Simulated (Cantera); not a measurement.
Feed: 1 mol PbO, 1.7 mol H₂, 4.5 mol H₂O, at 44.0 Pa.

Cantera equilibrium calculation (NASA polynomials, part measured and part estimated; ideal gas, pure solids and liquids). Candidate condensed phases: H₂O, Pb, PbO, PbO₂, Pb₃O₄; 12 gas species. Rates play no part.

x: gas mole fraction; nothing condenses.

```
T (K)  x H₂O   x Pb    x H₂       x H      x OH
-----  -----  -----  ------  --------  --------
1175   0.764  0.139  0.0972   1.82e-6   9.98e-8
1275   0.764  0.139  0.0973         ?         ?
1375   0.764  0.139  0.0974   5.10e-5   7.20e-6
1475   0.763  0.139  0.0975  0.000193   3.96e-5
1575   0.763  0.138  0.0976         ?         ?
1675   0.761  0.138  0.0978   0.00173  0.000652
1775   0.757  0.137  0.0982   0.00432   0.00208
1875   0.745  0.135   0.100   0.00989   0.00573
```

Problem. Some entries are withheld; supply them.

Solution. 
- 1575, x H: 0.000619
- 1575, x OH: 0.000176
- 1275, x H: 1.10e-5
- 1275, x OH: 1.00e-6
